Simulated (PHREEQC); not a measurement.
0.2 mol of Bromyrite (AgBr) is brought to equilibrium with 1 kg of water, with rising amounts of Mn(NO3)2, at 25 °C. The system is closed to oxygen. The system is closed to CO2. Only these solids could form: Bromyrite, Pyrochroite, Ag2O.

All values are PHREEQC results (ion-association model, wateq4f.dat), not measurements.

```csv
Mn(NO3)2 added (mol),pH,dissolved Ag (mol/kgw),dissolved Br (mol/kgw)
0,7.00,7.43e-7,7.43e-7
0.00833,6.44,8.65e-7,8.65e-7
0.0167,?,9.07e-7,9.07e-7
0.025,?,9.35e-7,9.35e-7
0.0333,?,9.56e-7,9.56e-7
0.0417,6.18,9.73e-7,9.73e-7
0.05,?,9.86e-7,9.86e-7
0.0583,?,9.97e-7,9.97e-7
0.0667,?,1.01e-6,1.01e-6
0.075,6.09,1.01e-6,1.01e-6
0.0833,?,1.02e-6,1.02e-6
0.0917,?,1.03e-6,1.03e-6
0.1,6.04,1.03e-6,1.03e-6
```

**Question.** What belongs in the gaps?

**Answer.** 
- 0.0167, pH: 6.32
- 0.025, pH: 6.26
- 0.0333, pH: 6.22
- 0.05, pH: 6.15
- 0.0583, pH: 6.13
- 0.0667, pH: 6.11
- 0.0833, pH: 6.07
- 0.0917, pH: 6.06

Complexes and solids missing from the database can't appear.
